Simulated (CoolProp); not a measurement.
Vapour-liquid equilibrium of cis-2-butene (1) + acetone (2) at 390.4 K; x and y are mole fractions of (1).

Computed with CoolProp (multi-fluid Helmholtz-energy mixture model, Lemmon 2005 and Lemmon 2006; pair parameters Bell 2016).

Q: Give the bubble pressure and the first vapour's composition at x = 0.05, 0.35, 0.55. Is there an azeotrope?

A: x = 0.05: 7.015 bar, y = 0.203; x = 0.35: 13.23 bar, y = 0.643; x = 0.55: 15.84 bar, y = 0.750. No azeotrope shows between x = 0.05 and 0.95.

Pair parameters are fitted to limited data, so mixtures are less certain than the pure fluids.
